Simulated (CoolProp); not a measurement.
Decamethyltetrasiloxane (MD2M) along the isobar 0.101 MPa: Z from the reference equation and from simpler models built on Tc = 326.2 °C, pc = 1.144 MPa, ω = 0.635; each cubic takes its own stable root.

Values from CoolProp's reference Helmholtz-energy equation of state, Thol 2017.

| T (°C) | phase | reference | Redlich-Kwong | Soave-Redlich-Kwong |
|---|---|---|---|---|
| -60.65 | liquid | 0.01897 | 0.02370 | 0.02295 |
| -35.75 | liquid | 0.01747 | 0.02162 | 0.02081 |
| -10.75 | liquid | 0.01626 | 0.01998 | 0.01910 |
| 14.25 | liquid | 0.01528 | 0.01867 | 0.01772 |
| 39.15 | liquid | 0.01448 | 0.01763 | 0.01661 |
| 64.15 | liquid | 0.01382 | 0.01679 | 0.01570 |
| 89.15 | liquid | 0.01328 | 0.01614 | 0.01497 |
| 114.05 | liquid | 0.01285 | 0.01565 | 0.01440 |
